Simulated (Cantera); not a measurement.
Charge: 1 mol CO2, 2.9 mol H2O, 3.4 mol O2, equilibrated at 1923.15 K and 3.80 mbar.

Equilibrium computed with Cantera from the NASA thermochemical tables; the gas is ideal and each condensed phase is pure. The numbers say what is thermodynamically allowed, not how fast it happens.

```csv
species,before,after
O,0.00398,0.552
H,0.000584,0.317
CO,0.00217,0.0598
O2,0.459,0.0397
H2O,0.386,0.00134
CO2,0.134,0.00143
OH,0.0133,0.0211
H2,0.00146,0.00732
```
Gas species are given as mole fractions.

Name the change that produced these shifts.
(A) temperature from 1923.15 K to 3448 K
(B) O2 from 3.4 to 0.036 mol
(C) O2 from 3.4 to 0.2 mol
(D) temperature from 1923.15 K to 3125 K

D, temperature from 1923.15 K to 3125 K
